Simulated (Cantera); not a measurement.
Feed: 1 mol AlN, 180 mol H2, held at 4.90 mbar.

These are equilibrium values from Cantera (NASA tables, ideal gas, pure condensed phases), not measurements of a reactor. Candidate condensed phases: Al, AlN; 13 gas species. The numbers say what is thermodynamically allowed, not how fast it happens.

**Question.** Which condensed phases are stable at each of these points (T (K)): 1450, 1500, 1550, 1600, 1650, 1700, 1750, 1800, 1850?

**Answer.** 
```json
[
 {"T (K)": "1450", "condensed phases": "AlN(s)", "Al condensed (%)": "99.8"},
 {"T (K)": "1500", "condensed phases": "AlN(s)", "Al condensed (%)": "99.2"},
 {"T (K)": "1550", "condensed phases": "AlN(s)", "Al condensed (%)": "97.7"},
 {"T (K)": "1600", "condensed phases": "AlN(s)", "Al condensed (%)": "93.7"},
 {"T (K)": "1650", "condensed phases": "AlN(s)", "Al condensed (%)": "83.5"},
 {"T (K)": "1700", "condensed phases": "AlN(s)", "Al condensed (%)": "59.3"},
 {"T (K)": "1750", "condensed phases": "AlN(s)", "Al condensed (%)": "4.1"},
 {"T (K)": "1800", "condensed phases": "gas only", "Al condensed (%)": "0.0"},
 {"T (K)": "1850", "condensed phases": "gas only", "Al condensed (%)": "0.0"}
]
```

From 1450 K to 1750 K the condensed part is AlN(s). From 1800 K to 1850 K nothing is condensed.
